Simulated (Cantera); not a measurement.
A Cantera script and what it prints.

```python
import numpy as np
import cantera as ct

gas_names = """
    AL ALCL ALCL2 ALCL3 ALH ALO ALOCL ALOH ALO2 ALO2H AL2 AL2CL6 AL2O AL2O2 CL CLO CL2 H HALO HCL HOCL
    HO2 H2 H2O H2O2 O OH O2 O3
""".split()
cond_names = """
    AL(cr) AL(L) ALCL3(s) ALCL3(L) AL2O3(a) AL2O3(L) H2O(s) H2O(L)
""".split()


# ... load() reads the species with a 1 bar reference pressure and builds the phases ...
atoms = {
    'Al2O3': {'AL': 2, 'O': 3},
    'HCl': {'H': 1, 'CL': 1},
    'O2': {'O': 2},
}
top_T = {}  # K; cautious upper limits of use, not melting points


# ... equilibrate(T, P, feed) seeds the gas with the atoms and calls Mixture.equilibrate('TP', solver="vcs", rtol=1e-11, max_steps=5000) ...
results = []
feed = {'Al2O3': 1, 'HCl': 0.023, 'O2': 0.5}  # mol
T = 1325  # K
P = 18000  # Pa
mix = equilibrate(T, P, feed)
results.append((T, P, feed, dict(zip(mix.species_names, mix.species_moles))))
print(gas.report(threshold=1e-05))
for i in range(1, mix.n_phases):
    print(f"{mix.phase(i).name:16s} {mix.phase_moles(i):12.5e} mol")
```

Output:

```
       temperature   1325 K
          pressure   18000 Pa
           density   0.052688 kg/m^3
  mean mol. weight   32.247 kg/kmol
   phase of matter   gas

                          1 kg             1 kmol
                     ---------------   ---------------
          enthalpy        9.3243e+05        3.0068e+07  J
   internal energy         5.908e+05        1.9052e+07  J
           entropy            8338.8         2.689e+05  J/K
    Gibbs function       -1.0116e+07       -3.2623e+08  J
 heat capacity c_p            1113.7             35914  J/K
 heat capacity c_v            855.87             27599  J/K

                      mass frac. Y      mole frac. X     chem. pot. / RT
                     ---------------   ---------------   ---------------
                CL         0.0026845          0.002442           -18.523
               CLO        5.1005e-05        3.1969e-05           -33.098
               CL2         0.0099004         0.0045029           -37.045
               HCL          0.036818          0.032566           -38.557
               H2O         0.0032045         0.0057362           -54.643
                O2           0.94733           0.95471            -29.15
     [  +23 minor]          1.02e-05        1.1759e-05

AL(L)             0.00000e+00 mol
ALCL3(L)          0.00000e+00 mol
AL2O3(a)          1.00000e+00 mol
```

Equilibrium computed with Cantera from the NASA thermochemical tables; the gas is ideal and each condensed phase is pure.
